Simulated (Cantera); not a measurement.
An adiabatic, constant-pressure homogeneous reactor starts with C3H8 : O2 : N2 : H2O : H2 = 1 : 6.85 : 25.8 : 1.4 : 0.13 (molar parts), equivalence ratio 0.74, at 1650 K and 4.93 atm.

Cantera simulation using GRI-Mech 3.0 (53 species, 325 reactions); the numbers are that mechanism's predictions, not measurements. GRI-Mech 3.0 was tuned for natural gas; its chemistry of propane as a main component is partial and can be far from experiment.

Problem. Predict: time of steepest temperature rise; temperature at 0.800 s; equilibrium temperature; x(O2) at 0.800 s; x(H2O) at 0.800 s; x(H2O2) at 0.800 s; x(CO2) at 0.800 s; x(NO) at 0.800 s.

Solution. 
```
Item                                                                 Value
---------------------------------  ---------------------------------------
time of steepest temperature rise                                  8.38 µs
temperature at 0.800 s                                              2763 K
equilibrium temperature                                             2763 K
x(O2) at 0.800 s                     0.0463 (gas-phase equilibrium 0.0463)
x(H2O) at 0.800 s                      0.135 (gas-phase equilibrium 0.135)
x(H2O2) at 0.800 s                 7.68e-7 (gas-phase equilibrium 7.68e-7)
x(CO2) at 0.800 s                    0.0641 (gas-phase equilibrium 0.0641)
x(NO) at 0.800 s                     0.0154 (gas-phase equilibrium 0.0154)
```
